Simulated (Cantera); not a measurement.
## CaCO3 + H2O (calcination and drying)

Charge: 1 mol CaCO3, 5.8 mol H2O, equilibrated at 1323 K and 0.203 Torr.

Equilibrium computed with Cantera from the NASA thermochemical tables; the gas is ideal and each condensed phase is pure. Candidate condensed phases: C, C6H6, C7H8, C8H18, Ca, CaCO3, CaO, Ca(OH)2, H2O; 115 gas species. Kinetics and transport are ignored.

```json
{
 "x(H2O)": "0.852",
 "x(CO2)": "0.147",
 "x(H2)": "0.000417",
 "x(O2)": "0.000261",
 "x(CO)": "0.000133",
 "x(OH)": "5.83e-5",
 "x(H)": "1.97e-6",
 "n(CaO(s))": "1.00 mol",
 "gas_amount": "6.802 mol",
 "log10 activity of C(graphite) (absent)": "-12.89",
 "log10 activity of Ca(l) (absent)": "-15.97"
}
```
